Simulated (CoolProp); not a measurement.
Computed with CoolProp (reference Helmholtz-energy equation of state, Thol 2016).

**Question.** Give the vapour pressure (MPa), liquid density (kg/m³), vapour density (kg/m³), liquid cp (kJ/(kg K)) of saturated hexamethyldisiloxane (MM) at 281.1, 300.8 K.

**Answer.** 
```json
[
 {"T (K)": "281.1", "p (MPa)": "0.00220", "liquid density (kg/m³)": "777", "vapour density (kg/m³)": "0.153", "liquid cp (kJ/(kg K))": "1.86"},
 {"T (K)": "300.8", "p (MPa)": "0.00637", "liquid density (kg/m³)": "757", "vapour density (kg/m³)": "0.417", "liquid cp (kJ/(kg K))": "1.91"}
]
```
